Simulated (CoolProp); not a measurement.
Methanol along the isobar 5650 kPa: density (kg/m³) from the reference equation and from simpler models built on Tc = 513.4 K, pc = 8216 kPa, ω = 0.565; each cubic takes its own stable root.

Values from CoolProp's reference Helmholtz-energy equation of state, de Reuck 1993.

| T (K) | phase | reference |
|---|---|---|
| 226.2 | liquid | 858.2 |
| 250.5 | liquid | 835.3 |
| 274.8 | liquid | 812.9 |
| 299 | liquid | 790.9 |
| 323.3 | liquid | 768.6 |
| 347.6 | liquid | 745.4 |
| 371.9 | liquid | 720.5 |
| 396.2 | liquid | 692.9 |
| 420.5 | liquid | 661.0 |
| 444.7 | liquid | 622.6 |
| 469 | liquid | 571.6 |
| 493.3 | gas | 81.32 |
| 517.6 | gas | 59.61 |
| 541.9 | gas | 51.55 |

Task: How far does each simpler model (van der Waals, Redlich-Kwong, Soave-Redlich-Kwong, Peng-Robinson) lie from the reference over these 14 states: mean and median of the absolute difference, and the worst?

Result: 
- van der Waals: mean 44.8 %, median 50.9 %, worst -86.8 % at 469 K and 5650 kPa
- Redlich-Kwong: mean 25.1 %, median 28.0 %, worst -36.8 % at 469 K and 5650 kPa
- Soave-Redlich-Kwong: mean 20.6 %, median 23.6 %, worst -29.7 % at 469 K and 5650 kPa
- Peng-Robinson: mean 12.8 %, median 14.0 %, worst -20.5 % at 469 K and 5650 kPa

At some of these states van der Waals gives the other phase, because its saturation line lies elsewhere.
